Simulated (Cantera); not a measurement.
Cantera run:

```python
import numpy as np
import cantera as ct

gas_names = """
    H H2 H2S N NH NH2 NH3 N2 N2H2 N2H4 Ni NiS S SH SN S2 S8
""".split()
cond_names = """
    Ni(cr) Ni(L) NiS(b) NiS(a) NiS(L) NiS2(s) NiS2(L) Ni3S2(I) Ni3S2(II) Ni3S2(L) Ni3S4(s) S(cr1) S(cr2)
    S(L)
""".split()


# ... load() reads the species with a 1 bar reference pressure and builds the phases ...
atoms = {
    'NiS': {'Ni': 1, 'S': 1},
    'H2': {'H': 2},
    'N2': {'N': 2},
}
top_T = {'Ni3S4(s)': 620}  # K; cautious upper limits of use, not melting points


# ... equilibrate(T, P, feed) seeds the gas with the atoms and calls Mixture.equilibrate('TP', solver="gibbs", rtol=1e-10, max_steps=50000) ...
results = []
feed = {'NiS': 1, 'H2': 27, 'N2': 0.64}  # mol
P = 133.322  # Pa
for T in [1073, 1173, 1273, 1373, 1473, 1573, 1673, 1773]:
    mix = equilibrate(T, P, feed)
    results.append((T, P, feed, dict(zip(mix.species_names, mix.species_moles))))

top = {s: max(r[3][s] / sum(r[3][g] for g in gas_names) for r in results) for s in gas_names}
cols = sorted((s for s in top if top[s] > 1e-05), key=lambda s: -top[s])[:7]
seen = [c for c in cond_names if any(r[3].get(c, 0) > 1e-12 for r in results)]
print("log10 of partial pressures in bar; condensed amounts in mol")
print(f"{'T/K':>10s}" + "".join(f"{s[:9]:>10s}" for s in cols + seen))
for T, P, feed, n in results:
    ng = sum(n[g] for g in gas_names)
    print(f"{T:10.4g}" + "".join(f"{np.log10(max(n[s] / ng * P / 1e5, 1e-99)):10.3f}" for s in cols)
          + "".join(f"{n.get(c, 0):10.4g}" for c in seen))
```

Output:

```
log10 of partial pressures in bar; condensed amounts in mol
       T/K        H2        N2        S2       H2S         H        Ni        SH    Ni(cr)     Ni(L)  Ni3S2(L)
      1073    -2.891    -4.510    -7.437    -4.796    -9.299   -13.431    -7.985         0         0    0.3333
      1173    -2.891    -4.511    -6.708    -4.806    -8.374   -11.570    -7.312         0         0    0.3333
      1273    -2.890    -4.511    -6.144    -4.840    -7.592    -9.993    -6.769         0         0    0.3333
      1373    -2.891    -4.511    -5.688    -4.882    -6.923    -8.646    -6.319   0.05188         0     0.316
      1473    -2.894    -4.513    -5.088    -4.819    -6.345    -7.557    -5.829    0.5352         0    0.1546
      1573    -2.897    -4.517    -4.808    -4.887    -5.839    -6.610    -5.523    0.9923         0         0
      1673    -2.897    -4.518    -4.785    -5.056    -5.392    -5.778    -5.365    0.9554         0         0
      1773    -2.902    -4.522    -4.801    -5.228    -4.997    -5.055    -5.244         0    0.7847         0
```

Equilibrium computed with Cantera from the NASA thermochemical tables; the gas is ideal and each condensed phase is pure. Metal and sulfide melt together well below either melting point, which pure phases cannot show. Mutual solubility and eutectic melting of coexisting phases are not modelled. Gases not in the tables: S3 to S7.
